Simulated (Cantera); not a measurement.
Cantera run, input and output.

```python
import numpy as np
import cantera as ct

gas = ct.Solution("gri30.yaml")
gas.TPX = 1525, 55000, {'C2H6': 1, 'N2': 20}
reactor = ct.IdealGasConstPressureReactor(gas, energy="off", clone=False)
net = ct.ReactorNet([reactor])
net.rtol, net.atol = 1e-08, 1e-18
show = ['C2H6', 'H2', 'CH3', 'CH2', 'CH4', 'C2H4']
times = np.geomspace(6e-06, 1, 11)

steps = ct.SolutionArray(gas, extra=["t"])
rows = []
print(f"{'t/s':>10s}{'T/K':>9s}{'P/Pa':>11s}" + "".join(f"{s:>11s}" for s in show))
for t in times:
    while net.time < t:
        t_next = net.step()
        steps.append(gas.state, t=t_next)
    rows.append([np.interp(t, steps.t, y) for y in (steps.T, steps.P, *steps(*show).X.T)])
    print(f"{t:10.3e}{rows[-1][0]:9.1f}{rows[-1][1]:11.4g}" + "".join(f"{x:11.3e}" for x in rows[-1][2:]))
rate = np.gradient(steps.T, steps.t)
print("integrator steps:", len(steps.t))
if steps.T.max() > steps.T[0] + 200:
    print(f"time of steepest temperature rise: {steps.t[rate.argmax()]:.4e} s")
gas.TPX = 1525, 55000, {'C2H6': 1, 'N2': 20}
gas.equilibrate("TP")
print(f"equilibrium (TP): T = {gas.T:.1f} K  " + "  ".join(f"{s} {gas[s].X[0]:.3e}" for s in show))
```

Output:

```
       t/s      T/K       P/Pa       C2H6         H2        CH3        CH2        CH4       C2H4
 6.000e-06   1525.0    5.5e+04  4.738e-02  1.188e-05  3.874e-04  3.685e-08  1.658e-05  1.344e-05
 1.997e-05   1525.0    5.5e+04  4.640e-02  3.923e-04  1.064e-03  6.249e-07  1.650e-04  4.143e-04
 6.645e-05   1525.0    5.5e+04  4.006e-02  4.862e-03  1.848e-03  2.021e-06  1.275e-03  5.142e-03
 2.212e-04   1525.0    5.5e+04  2.177e-02  1.991e-02  1.470e-03  1.806e-06  5.637e-03  1.874e-02
 7.360e-04   1525.0    5.5e+04  2.633e-03  4.280e-02  4.885e-04  5.321e-07  1.193e-02  2.396e-02
 2.449e-03   1525.0    5.5e+04  9.643e-05  5.576e-02  9.590e-05  2.947e-08  1.279e-02  1.406e-02
 8.152e-03   1525.0    5.5e+04  7.388e-06  6.193e-02  3.077e-05  3.145e-09  1.275e-02  7.615e-03
 2.713e-02   1525.0    5.5e+04  4.198e-06  6.704e-02  2.538e-05  2.144e-09  1.261e-02  2.256e-03
 9.029e-02   1525.0    5.5e+04  3.845e-06  6.921e-02  2.486e-05  2.102e-09  1.230e-02  3.692e-04
 3.005e-01   1525.0    5.5e+04  3.321e-06  7.050e-02  2.316e-05  1.970e-09  1.140e-02  3.519e-04
 1.000e+00   1525.0    5.5e+04  2.171e-06  7.371e-02  1.882e-05  1.629e-09  9.121e-03  3.659e-04
integrator steps: 1217
equilibrium (TP): T = 1525.0 K  C2H6 5.105e-08  H2 8.528e-02  CH3 2.404e-06  CH2 2.261e-10  CH4 1.079e-03  C2H4 1.521e-04
```

Cantera simulation using GRI-Mech 3.0 (53 species, 325 reactions); the numbers are that mechanism's predictions, not measurements. GRI-Mech 3.0 stops at C3 and has no aromatics, soot or wall deposition, so with more carbon than oxygen in the feed, carbon stays in small species such as C2H2 where larger ones or solid carbon would form.
